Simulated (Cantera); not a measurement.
A perfectly stirred reactor is fed with NH3 : N2 = 1 : 0.26 (molar parts), at 0.0263 atm; it is held at 2200 K, and followed from long to short residence time.

Model: the gas-phase N/H chemistry of the illustrative SiF4/NH3 mechanism in the Surface Chemkin manual (1991), integrated in Cantera. Walls and surfaces, which speed up NH3 decomposition in real reactors, are not modelled.

Q: What does this change do: pressure from 0.0263 atm to 0.00987 atm?

A: 
```
quantity                  before     after
----------------------  --------  --------
x(NH3) at τ = 17.0 s     0.00149   0.00866
x(N2H4) at τ = 17.0 s   7.91e-12  2.30e-11
x(N2H2) at τ = 17.0 s    2.86e-8   1.26e-7
x(NH) at τ = 17.0 s      1.51e-5   1.99e-5
x(H) at τ = 17.0 s       0.00754   0.00359
x(NH3) at τ = 0.240 s      0.235     0.361
x(N2H4) at τ = 0.240 s   4.57e-9   3.90e-9
x(N2H2) at τ = 0.240 s   3.97e-6   8.93e-6
x(NH) at τ = 0.240 s     4.93e-5   6.64e-5
x(H) at τ = 0.240 s     0.000819  0.000624
```

Q: What does this change do: pressure from 0.0263 atm to 0.987 atm?

A: 
| quantity | before | after |
|---|---|---|
| x(NH3) at τ = 17.0 s | 0.00149 | 0.000592 |
| x(N2H4) at τ = 17.0 s | 7.91e-12 | 1.68e-11 |
| x(N2H2) at τ = 17.0 s | 2.86e-8 | 1.12e-9 |
| x(NH) at τ = 17.0 s | 1.51e-5 | 2.16e-6 |
| x(H) at τ = 17.0 s | 0.00754 | 0.00454 |
| x(NH3) at τ = 0.240 s | 0.235 | 0.0124 |
| x(N2H4) at τ = 0.240 s | 4.57e-9 | 2.44e-9 |
| x(N2H2) at τ = 0.240 s | 3.97e-6 | 1.03e-7 |
| x(NH) at τ = 0.240 s | 4.93e-5 | 1.47e-5 |
| x(H) at τ = 0.240 s | 0.000819 | 0.00258 |
